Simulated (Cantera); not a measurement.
A jet of H₂ : O₂ : N₂ = 0.011 : 0.063 : 0.79 (molar parts) at 300 K and 0.0730 atm hits a platinum plate 5.6 cm away at a mass flux of 0.023 kg/m²/s; the plate temperature is set and raised in steps from an oxygen-covered start.

Detailed kinetics in Cantera: Deutschmann's 1995 Pt surface mechanism with GRI-Mech 3.0 gas chemistry. Catalytic surfaces can have several steady states; this one follows from the mechanism file's or the stated starting coverage.

x: mole fraction at the wall; θ: surface coverage.

```tsv
plate T (K)	wall x H₂	wall x O₂	wall x H₂O	wall x OH	θ free Pt	θ O*	θ OH*
500	0.00134	0.0608	0.0223	<1e-8	0.0323	0.958	(withheld)
550	0.00134	0.0608	0.0221	<1e-8	0.0342	0.961	(withheld)
600	0.00133	0.0608	0.0219	<1e-8	0.0361	0.961	(withheld)
650	0.00129	0.0608	0.0219	<1e-8	0.0391	0.959	(withheld)
700	0.00110	0.0606	0.0221	<1e-8	0.0487	0.950	(withheld)
750	0.000774	0.0603	0.0226	<1e-8	0.0744	0.924	0.00153
800	0.000517	0.0601	0.0230	<1e-8	0.118	0.880	0.00143
```

Fill in the missing entries.


- 500, θ OH*: 0.00923
- 550, θ OH*: 0.00527
- 600, θ OH*: 0.00329
- 650, θ OH*: 0.00223
- 700, θ OH*: 0.00172
